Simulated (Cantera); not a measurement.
What does this Cantera script print?

```python
import numpy as np
import cantera as ct

gas_names = """
    Fe FeO Fe(OH)2 H HO2 H2 H2O H2O2 O OH O2 O3
""".split()
cond_names = """
    Fe(a) Fe(c) Fe(d) Fe(L) FeO(s) FeO(L) Fe(OH)2(s) Fe(OH)3(s) Fe2O3(s) Fe3O4(s) H2O(s) H2O(L)
""".split()


# ... load() reads the species with a 1 bar reference pressure and builds the phases ...
atoms = {
    'Fe3O4': {'Fe': 3, 'O': 4},
    'H2': {'H': 2},
    'H2O': {'H': 2, 'O': 1},
}
top_T = {'Fe2O3(s)': 1830, 'Fe3O4(s)': 1870}  # K; cautious upper limits of use, not melting points


# ... equilibrate(T, P, feed) seeds the gas with the atoms and calls Mixture.equilibrate('TP', solver="vcs", rtol=1e-11, max_steps=5000) ...
results = []
feed = {'Fe3O4': 1, 'H2': 23, 'H2O': 6.6}  # mol
P = 1333.22  # Pa
for T in [1000, 1075, 1150, 1225, 1300, 1375, 1450]:
    mix = equilibrate(T, P, feed)
    results.append((T, P, feed, dict(zip(mix.species_names, mix.species_moles))))
    x = sorted(zip(gas.X, gas.species_names), reverse=True)
    print(f"T = {T:g} K  P = {P:g} Pa  gas = {mix.phase_moles(0):.4g} mol")
    print("   x: " + "  ".join(f"{s} {v:.3e}" for v, s in x if v > 0.001))
    print("   condensed (mol): " + ("  ".join(f"{mix.phase(i).name} {mix.phase_moles(i):.4g}"
          for i in range(1, mix.n_phases) if mix.phase_moles(i) > 1e-12) or "none"))
```

Result:

```
T = 1000 K  P = 1333.22 Pa  gas = 29.6 mol
   x: H2 7.432e-01  H2O 2.568e-01
   condensed (mol): FeO(s) 3
T = 1075 K  P = 1333.22 Pa  gas = 29.6 mol
   x: H2 7.432e-01  H2O 2.568e-01
   condensed (mol): FeO(s) 3
T = 1150 K  P = 1333.22 Pa  gas = 29.6 mol
   x: H2 7.432e-01  H2O 2.568e-01
   condensed (mol): FeO(s) 3
T = 1225 K  P = 1333.22 Pa  gas = 29.6 mol
   x: H2 7.432e-01  H2O 2.568e-01
   condensed (mol): FeO(s) 3
T = 1300 K  P = 1333.22 Pa  gas = 29.6 mol
   x: H2 7.432e-01  H2O 2.568e-01
   condensed (mol): FeO(s) 3
T = 1375 K  P = 1333.22 Pa  gas = 29.6 mol
   x: H2 7.333e-01  H2O 2.667e-01
   condensed (mol): Fe(c) 0.2931  FeO(s) 2.707
T = 1450 K  P = 1333.22 Pa  gas = 29.6 mol
   x: H2 7.156e-01  H2O 2.843e-01
   condensed (mol): Fe(c) 0.8165  FeO(s) 2.183
```

These are equilibrium values from Cantera (NASA tables, ideal gas, pure condensed phases), not measurements of a reactor. Mutual solubility and eutectic melting of coexisting phases are not modelled. The tables' stoichiometric FeO is somewhat more stable than real wüstite, so its field is too wide. FeO: taken at fixed stoichiometry.
